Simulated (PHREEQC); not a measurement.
Model water analysis in mg/kgw, 53 °C, pH 4.19, pe 11.5: Na 101; K 12.9; Ca 58.6; Mg 9.45; Cl 28.8; S(6) as SO4 366; Cu(2) 6.32; Fe(3) 4.5.

Cl is adjusted to close the charge balance.
Valence states are taken as typed.

Computed with PHREEQC (ion-association model, wateq4f.dat).

Precipitation was switched off in this run.

### Question
Predict the ionic strength.

### Answer
ionic strength 0.0123 mol/kgw.

### Question
In which forms is Cu present?

### Answer
Cu+2 76 %, CuSO4 24 %, CuCl+ 0.5 % of the Cu.

Examples of supersaturated solids here: Jarosite-K, Jarosite-Na. Others may be too. Complexes and solids missing from the database can't appear. At this temperature some constants are extrapolated from 25 °C, and those without enthalpy data are left unchanged.
